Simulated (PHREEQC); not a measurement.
A solution holds 0.0096 mol AgNO3 and 0.002 mol KBr per kg of water, at 80 °C. Closed to the air; pH follows from the charge balance.

All values are PHREEQC results (ion-association model, wateq4f.dat), not measurements.

Each row changes one thing in this solution. This is a speciation only: nothing precipitates in the calculation.

| case | pH | ionic strength (mol/kgw) | Ag+ (mol/kgw) | AgNO3 (mol/kgw) | AgOH (mol/kgw) | SI of Ag2O (Ag2O) |
|---|---|---|---|---|---|---|
| as made | 6.30 | 0.00963 | 0.00763 | 2.96e-5 | 1.35e-8 | -3.13 |
| 0.0069 mol/kgw NaCl added | 6.30 | 0.0120 | 0.00315 | 1.20e-5 | 5.52e-9 | -3.90 |
| KBr left out | 6.30 | 0.00956 | 0.00956 | 3.72e-5 | 1.68e-8 | -2.93 |
| diluted 100-fold with water | 6.31 | 0.000105 | 8.43e-5 | 4.04e-9 | [?] | -6.94 |
| KBr from 0.002 to 0.02 mol/kgw | 6.30 | 0.0207 | [?] | 2.48e-7 | 1.18e-10 | -7.24 |
| KBr from 0.002 to 0.0002 mol/kgw | 6.30 | 0.00957 | 0.00937 | 3.64e-5 | 1.65e-8 | -2.95 |

**Question.** Some entries are withheld; supply them.

**Answer.** 
- diluted 100-fold with water, AgOH (mol/kgw): 1.68e-10
- KBr from 0.002 to 0.02 mol/kgw, Ag+ (mol/kgw): 6.99e-5

Complexes and solids missing from the database can't appear. Some of these states are supersaturated (in Bromyrite, Cerargyrite, for instance). At this temperature some constants are extrapolated from 25 °C, and those without enthalpy data are left unchanged.
